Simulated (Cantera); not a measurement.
A Cantera script and its output.

```python
import numpy as np
import cantera as ct

gas = ct.Solution("h2o2.yaml")
gas.TPX = 648, 13332, {'H2': 1, 'O2': 0.526, 'N2': 1.98}
flame = ct.FreeFlame(gas, width=0.16)
flame.set_refine_criteria(ratio=3, slope=0.08, curve=0.16)
flame.transport_model = "mixture-averaged"
flame.solve(loglevel=0, auto=True)
z, T = flame.grid, flame.T
thick = (T[-1] - T[0]) / np.gradient(T, z).max()
show = ['H2', 'O2', 'H', 'HO2', 'H2O', 'OH']
print(f"laminar burning velocity  {flame.velocity[0] * 100:.3f} cm/s")
print(f"burnt temperature         {T[-1]:.1f} K")
print(f"thermal thickness         {thick * 1e3:.4f} mm")
print(f"grid points               {len(z)}")
z0 = z[flame.heat_release_rate.argmax()]
print(f"{'z/mm':>9s}{'T/K':>9s}{'u/(m/s)':>9s}" + "".join(f"{s:>11s}" for s in show))
rows = []
for k in (-3, -2, -1.5, -1, -0.5, -0.25, 0, 0.25, 0.5, 1, 2, 4, 8):
    zz = z0 + k * thick
    rows.append([k * thick, np.interp(zz, z, T), np.interp(zz, z, flame.velocity),
                 *(np.interp(zz, z, flame.X[gas.species_index(s)]) for s in show)])
    print(f"{rows[-1][0] * 1e3:9.3f}{rows[-1][1]:9.1f}{rows[-1][2]:9.3f}" + "".join(f"{x:11.3e}" for x in rows[-1][3:]))
```

Result:

```
laminar burning velocity  687.091 cm/s
burnt temperature         2425.7 K
thermal thickness         6.9256 mm
grid points               127
     z/mm      T/K  u/(m/s)         H2         O2          H        HO2        H2O         OH
  -20.777    648.0    6.871  2.852e-01  1.500e-01  6.151e-15  8.135e-13  2.926e-14  1.602e-17
  -13.851    648.0    6.871  2.852e-01  1.500e-01  1.092e-11  5.954e-11  3.963e-12  2.641e-14
  -10.388    648.0    6.871  2.852e-01  1.500e-01  5.914e-10  2.387e-09  1.480e-10  1.399e-12
   -6.926    648.0    6.871  2.852e-01  1.500e-01  2.156e-07  3.137e-07  2.766e-08  5.515e-10
   -3.463    652.7    6.916  2.842e-01  1.499e-01  2.971e-04  4.123e-05  3.286e-04  1.606e-05
   -1.731    745.9    7.842  2.657e-01  1.468e-01  7.895e-03  3.222e-05  9.414e-03  2.566e-04
    0.000   1109.4   11.333  1.317e-01  9.953e-02  6.617e-02  1.501e-05  1.063e-01  3.386e-03
    1.731   1383.7   13.944  4.587e-02  4.549e-02  8.877e-02  6.117e-06  2.003e-01  8.604e-03
    3.463   1503.5   15.035  4.347e-02  3.996e-02  7.893e-02  4.618e-06  2.103e-01  1.113e-02
    6.926   1645.6   16.292  4.497e-02  3.666e-02  6.500e-02  3.535e-06  2.179e-01  1.408e-02
   13.851   1803.1   17.642  4.500e-02  3.312e-02  5.048e-02  2.643e-06  2.277e-01  1.699e-02
   27.702   1967.3   19.003  4.295e-02  2.937e-02  3.670e-02  1.947e-06  2.398e-01  1.923e-02
   55.404   2128.9   20.298  3.871e-02  2.553e-02  2.473e-02  1.508e-06  2.538e-01  2.021e-02
```

Detailed kinetics in Cantera: the H2/O2 subset of GRI-Mech 3.0, which has no nitrogen chemistry. Burning velocities carry a grid error of a few per cent, more on coarse grids.
